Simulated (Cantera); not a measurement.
A closed system holds: 1 mol Si2H6, 0.2 mol O3, 4.7 mol H2, at 10.0 mbar.

Method: chemical equilibrium by Gibbs-energy minimisation in Cantera with the NASA 1993 tables (ideal gas, pure condensed phases). Candidate condensed phases: H2O, Si, SiO2; 18 gas species. The feed counts by its element totals alone. Mutual solubility and eutectic melting of coexisting phases are not modelled. The tables hold silica as quartz up to 1696 K and as liquid above; real silica turns to tridymite and cristobalite and melts near 1996 K. Gases not in the tables: Si2H6 and higher silanes. Kinetics and transport are ignored.

Q: Which condensed phases are stable at each of these points (T (K)): 1098, 1198, 1298, 1398, 1498, 1598, 1698, 1798, 1898?

A: 
```
T (K)        condensed phases  Si condensed (%)
-----  ----------------------  ----------------
1098   Si(s) + SiO2(β-quartz)             100.0
1198   Si(s) + SiO2(β-quartz)             100.0
1298   Si(s) + SiO2(β-quartz)              99.7
1398   Si(s) + SiO2(β-quartz)              97.3
1498   Si(s) + SiO2(β-quartz)              79.8
1598                    Si(s)              70.0
1698                    Si(l)              70.0
1798                    Si(l)              69.8
1898                    Si(l)              69.4
```

From 1098 K to 1498 K the condensed part is Si(s) + SiO2(β-quartz). At 1598 K the condensed part is Si(s). From 1698 K to 1898 K the condensed part is Si(l).
